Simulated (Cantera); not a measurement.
Feed: 1 mol SiC, 0.0088 mol C, 1.3 mol N2, equilibrated at 1573.15 K and 0.550 bar.

Cantera equilibrium calculation (NASA polynomials, part measured and part estimated; ideal gas, pure solids and liquids). Candidate condensed phases: C, Si, SiC, Si3N4; 20 gas species. Kinetics and transport are ignored.

Base state: N2 1.00 (mole fractions); condensed: C(graphite) + Si3N4(s).

Question: What changes in the equilibrium state with this change: SiC replaced by AlN?

Answer: 
```json
[
 {"species": "N2", "before": "1.00", "after": "1.00"},
 {"species": "C(graphite), mol", "before": "1.01", "after": "0.00880"},
 {"species": "Si3N4(s), mol", "before": "0.333", "after": "0"},
 {"species": "AlN(s), mol", "before": "0", "after": "1.00"}
]
```
Further candidate phases: Al, AlN.
